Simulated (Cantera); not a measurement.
Cantera run:

```python
import numpy as np
import cantera as ct

gas_names = [...]  # 110 gases of nasa_gas.yaml made of C, H, O
cond_names = """
    C(gr) C6H6(L) C7H8(L) C8H18(L),n-octa H2O(s) H2O(L)
""".split()


# ... load() reads the species with a 1 bar reference pressure and builds the phases ...
atoms = {
    'acetone': {'C': 3, 'H': 6, 'O': 1},
    'CO2': {'C': 1, 'O': 2},
    'H2': {'H': 2},
}
top_T = {'C(gr)': 4500}  # K; cautious upper limits of use, not melting points


# ... equilibrate(T, P, feed) seeds the gas with the atoms and calls Mixture.equilibrate('TP', solver="vcs", rtol=1e-11, max_steps=5000) ...
results = []
P = 1333.22  # Pa
for T in [2175, 2225, 2275, 2325, 2375, 2425, 2475, 2525, 2575, 2625, 2675, 2725]:
    for m in [0.57, 0.88, 1.2, 1.5, 1.8, 2.1, 2.5, 2.8]:
        feed = {'acetone': 1, 'CO2': m, 'H2': 15}  # mol
        mix = equilibrate(T, P, feed)
        results.append((T, P, feed, dict(zip(mix.species_names, mix.species_moles))))

for T, P, feed, n in results:
    print(f"{T:7g} {feed['CO2']:10.4g}  " + (" + ".join(c for c in cond_names if n.get(c, 0) > 1e-12) or "gas only"))
```

Output:

```
   2175       0.57  C(gr)
   2175       0.88  C(gr)
   2175        1.2  C(gr)
   2175        1.5  C(gr)
   2175        1.8  C(gr)
   2175        2.1  gas only
   2175        2.5  gas only
   2175        2.8  gas only
   2225       0.57  C(gr)
   2225       0.88  C(gr)
   2225        1.2  C(gr)
   2225        1.5  C(gr)
   2225        1.8  C(gr)
   2225        2.1  gas only
   2225        2.5  gas only
   2225        2.8  gas only
   2275       0.57  C(gr)
   2275       0.88  C(gr)
   2275        1.2  C(gr)
   2275        1.5  C(gr)
   2275        1.8  C(gr)
   2275        2.1  gas only
   2275        2.5  gas only
   2275        2.8  gas only
   2325       0.57  C(gr)
   2325       0.88  C(gr)
   2325        1.2  C(gr)
   2325        1.5  C(gr)
   2325        1.8  C(gr)
   2325        2.1  gas only
   2325        2.5  gas only
   2325        2.8  gas only
   2375       0.57  C(gr)
   2375       0.88  C(gr)
   2375        1.2  C(gr)
   2375        1.5  C(gr)
   2375        1.8  gas only
   2375        2.1  gas only
   2375        2.5  gas only
   2375        2.8  gas only
   2425       0.57  C(gr)
   2425       0.88  C(gr)
   2425        1.2  C(gr)
   2425        1.5  C(gr)
   2425        1.8  gas only
   2425        2.1  gas only
   2425        2.5  gas only
   2425        2.8  gas only
   2475       0.57  C(gr)
   2475       0.88  C(gr)
   2475        1.2  C(gr)
   2475        1.5  C(gr)
   2475        1.8  gas only
   2475        2.1  gas only
   2475        2.5  gas only
   2475        2.8  gas only
   2525       0.57  C(gr)
   2525       0.88  C(gr)
   2525        1.2  C(gr)
   2525        1.5  C(gr)
   2525        1.8  gas only
   2525        2.1  gas only
   2525        2.5  gas only
   2525        2.8  gas only
   2575       0.57  C(gr)
   2575       0.88  C(gr)
   2575        1.2  C(gr)
   2575        1.5  C(gr)
   2575        1.8  gas only
   2575        2.1  gas only
   2575        2.5  gas only
   2575        2.8  gas only
   2625       0.57  C(gr)
   2625       0.88  C(gr)
   2625        1.2  C(gr)
   2625        1.5  gas only
   2625        1.8  gas only
   2625        2.1  gas only
   2625        2.5  gas only
   2625        2.8  gas only
   2675       0.57  C(gr)
   2675       0.88  C(gr)
   2675        1.2  C(gr)
   2675        1.5  gas only
   2675        1.8  gas only
   2675        2.1  gas only
   2675        2.5  gas only
   2675        2.8  gas only
   2725       0.57  C(gr)
   2725       0.88  C(gr)
   2725        1.2  gas only
   2725        1.5  gas only
   2725        1.8  gas only
   2725        2.1  gas only
   2725        2.5  gas only
   2725        2.8  gas only
```

These are equilibrium values from Cantera (NASA tables, ideal gas, pure condensed phases), not measurements of a reactor. The feed counts by its element totals alone.
